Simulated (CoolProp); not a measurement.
Vapour-liquid equilibrium of R143a (1) + R1234yf (2) at 0.0399 MPa; x and y are mole fractions of (1).

Values from CoolProp's multi-fluid Helmholtz-energy mixture model, Lemmon and Jacobsen 2000 and Lemmon 2022; pair parameters Bell 2016.

Problem. Give the bubble temperature and the first vapour's composition at x = 0.125, 0.35, 0.65. Is there an azeotrope?

Solution. x = 0.125: 221.0 K, y = 0.270; x = 0.35: 216.3 K, y = 0.574; x = 0.65: 211.9 K, y = 0.815. No azeotrope shows between x = 0.05 and 0.95.

The pair parameters rest on a limited set of measurements; away from them the model extrapolates.
